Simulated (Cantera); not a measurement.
CH4 + H2O + N2 (carbon deposition, reforming and gasification)

Input: 1 mol CH4, 0.098 mol H2O, 2.8 mol N2, held at 13.3 mbar.

These are equilibrium values from Cantera (NASA tables, ideal gas, pure condensed phases), not measurements of a reactor. Candidate condensed phases: C, C6H6, C7H8, C8H18, H2O; 136 gas species. Kinetics and transport are ignored.

From 1275 K to 2475 K the condensed part is C(graphite). The main C-bearing gas is CO at 1275 K and HCN at 2475 K.

```tsv
T (K)	log p N2	log p H2	log p H	log p HCN	log p CO	n C(graphite)
1275	-2.13	-2.25	-7.26	-5.98	-3.58	0.901
1375	-2.13	-2.25	-6.59	-5.58	-3.58	0.901
1475	-2.13	-2.25	-6.01	-5.24	-3.58	0.900
1575	-2.13	-2.25	-5.51	-4.95	-3.58	0.898
1675	-2.13	-2.25	-5.06	-4.69	-3.58	0.894
1775	-2.13	-2.25	-4.67	-4.46	-3.58	0.888
1875	-2.13	-2.26	-4.31	-4.25	-3.58	0.879
1975	-2.13	-2.26	-3.99	-4.07	-3.58	0.866
2075	-2.13	-2.27	-3.71	-3.91	-3.59	0.847
2175	-2.14	-2.28	-3.45	-3.77	-3.59	0.823
2275	-2.14	-2.30	-3.22	-3.64	-3.59	0.791
2375	-2.15	-2.33	-3.01	-3.53	-3.60	0.752
2475	-2.16	-2.37	-2.83	-3.44	-3.61	0.705
```
log p: log10 of the partial pressure in bar; n: condensed amount in mol.
